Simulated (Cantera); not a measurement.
Charge: 1 mol Si₂Cl₆, 0.043 mol HCl, 9.5 mol H₂, equilibrated at 1298 K and 0.00110 bar.

Cantera equilibrium calculation (NASA polynomials, part measured and part estimated; ideal gas, pure solids and liquids). Candidate condensed phases: Si; 19 gas species. The feed counts by its element totals alone. The tables' values for SiCl₃ are old estimates; treat these amounts as uncertain. Kinetics and transport are ignored.

Base state: H₂ 0.677, HCl 0.180, SiCl₂ 0.127, SiCl₃ 0.0104, SiCl₄ 0.00506, SiHCl₃ 0.000861, H 2.66e-5, SiH₂Cl₂ 2.06e-5 (mole fractions); condensed: Si(s).

Question: What changes in the equilibrium state with this change: temperature from 1298 K to 873.15 K?

Answer: 
```tsv
species	before	after
H₂	0.677	0.846
SiCl₄	0.00506	0.122
HCl	0.180	0.0187
SiCl₂	0.127	0.000522
SiHCl₃	0.000861	0.0119
SiCl₃	0.0104	0.00104
H	2.66e-5	1.30e-9
SiH₂Cl₂	2.06e-5	0.000105
Si(s), mol	0.225	0.502
```

Question: What changes in the equilibrium state with this change: Si₂Cl₆ replaced by SiCl₄?

Answer: 
```json
[
 {"species": "H₂", "before": "0.677", "after": "0.746"},
 {"species": "HCl", "before": "0.180", "after": "0.167"},
 {"species": "SiCl₂", "before": "0.127", "after": "0.0785"},
 {"species": "SiCl₃", "before": "0.0104", "after": "0.00568"},
 {"species": "SiCl₄", "before": "0.00506", "after": "0.00246"},
 {"species": "SiHCl₃", "before": "0.000861", "after": "0.000496"},
 {"species": "SiH₂Cl₂", "before": "2.06e-5", "after": "1.41e-5"},
 {"species": "H", "before": "2.66e-5", "after": "2.79e-5"},
 {"species": "Si(s), mol", "before": "0.225", "after": "0"}
]
```
